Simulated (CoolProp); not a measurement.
Vapour-liquid equilibrium of R22 (1) + n-pentane (2) at 0.329 MPa; x and y are mole fractions of (1).

The numbers come from the multi-fluid Helmholtz-energy mixture model, Kamei 1995 and Thol 2019; pair parameters Bell 2016 in CoolProp.

Give the bubble temperature and the first vapour's composition at x = 0.05, 0.65, 0.75. Is there an azeotrope?

x = 0.05: 327.8 K, y = 0.443; x = 0.65: 268.8 K, y = 0.963; x = 0.75: 266.7 K, y = 0.971. No azeotrope shows between x = 0.05 and 0.95.

The pair parameters rest on a limited set of measurements; away from them the model extrapolates.
